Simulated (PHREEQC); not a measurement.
Solution (20 °C): 0.003 mol/kgw NaAlO2. Closed to the air; pH follows from the charge balance.

Model: ion-association model, phreeqc.dat, run in PHREEQC.

```json
{
  "pH": "8.68",
  "ionic_strength": "0.00300 mol/kgw",
  "total_alkalinity": "12.0 meq/kg"
}
```

```tsv
species	molality	activity	log γ
Na+	0.00300	0.00283	-0.026
Al(OH)4-	0.00300	0.00282	-0.026
OH-	3.48e-6	3.27e-6	-0.026
Al(OH)3	3.33e-6	3.33e-6	0.000
Al(OH)2+	7.33e-8	6.91e-8	-0.025
H+	2.21e-9	2.09e-9	-0.024
```

No solid was allowed to form. Examples of supersaturated solids here: Al(OH)3(a), Gibbsite (slow to form). Others may be too. Species that the database lacks are ignored.
